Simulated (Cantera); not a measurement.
Cantera run, input and output.

```python
import numpy as np
import cantera as ct

gas = ct.Solution("gri30.yaml", transport_model="multicomponent")
show = ['H2', 'H2O', 'N2']

rows = []
print(f"{'T/K':>7s}{'rho':>11s}{'cp':>10s}{'mu':>11s}{'lambda':>11s}{'Pr':>7s}" + "".join(f"{'D_' + s:>11s}" for s in show))
for T in [400, 600, 800, 1000, 1200, 1400, 1600, 1800, 2000]:
    gas.TPX = T, 2666, {'CO': 0.47}
    Pr = gas.cp_mass * gas.viscosity / gas.thermal_conductivity
    D = [gas.mix_diff_coeffs_mole[gas.species_index(s)] for s in show]
    rows.append([gas.density, gas.cp_mass, gas.viscosity, gas.thermal_conductivity, Pr, *D])
    print(f"{T:7g}{gas.density:11.4e}{gas.cp_mass:10.1f}{gas.viscosity:11.4e}"
          f"{gas.thermal_conductivity:11.4e}{Pr:7.3f}" + "".join(f"{d:11.4e}" for d in D))
print("SI units: kg/m3, J/kg/K, Pa s, W/m/K, m2/s")
```

It prints:

```
    T/K        rho        cp         mu     lambda     Pr       D_H2      D_H2O       D_N2
    400 2.2453e-02    1048.7 2.1957e-05 3.1878e-02  0.722 4.7769e-03 1.4868e-03 1.2982e-03
    600 1.4969e-02    1085.9 2.9084e-05 4.3969e-02  0.718 9.4249e-03 3.1627e-03 2.5932e-03
    800 1.1227e-02    1138.7 3.5241e-05 5.5990e-02  0.717 1.5213e-02 5.2987e-03 4.2071e-03
   1000 8.9813e-03    1184.0 4.0802e-05 6.7494e-02  0.716 2.2031e-02 7.8359e-03 6.1076e-03
   1200 7.4844e-03    1219.2 4.5947e-05 7.8346e-02  0.715 2.9802e-02 1.0736e-02 8.2730e-03
   1400 6.4152e-03    1246.1 5.0779e-05 8.8579e-02  0.714 3.8469e-02 1.3970e-02 1.0687e-02
   1600 5.6133e-03    1266.6 5.5365e-05 9.8241e-02  0.714 4.7985e-02 1.7520e-02 1.3337e-02
   1800 4.9896e-03    1282.2 5.9746e-05 1.0739e-01  0.713 5.8313e-02 2.1370e-02 1.6212e-02
   2000 4.4906e-03    1294.1 6.3957e-05 1.1611e-01  0.713 6.9419e-02 2.5508e-02 1.9304e-02
SI units: kg/m3, J/kg/K, Pa s, W/m/K, m2/s
```

Detailed kinetics in Cantera: GRI-Mech 3.0 (53 species, 325 reactions).
